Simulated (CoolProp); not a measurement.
Vapour-liquid equilibrium of C2F6 (R116) (1) + propane (2) at 3.92 bar; x and y are mole fractions of (1).

Computed with CoolProp (multi-fluid Helmholtz-energy mixture model, Lemmon 2006 and Lemmon 2009; pair parameters Bell 2016).

Q: Give the bubble temperature and the first vapour's composition at x = 0.15, 0.55, 0.95. Is there an azeotrope?

A: x = 0.15: 233.6 K, y = 0.719; x = 0.55: 227.3 K, y = 0.804; x = 0.95: 224.7 K, y = 0.956. No azeotrope shows between x = 0.05 and 0.95.

Pair parameters are fitted to limited data, so mixtures are less certain than the pure fluids. With so large a gap from Raoult's law the liquid may split in two, which this calculation doesn't test in full.
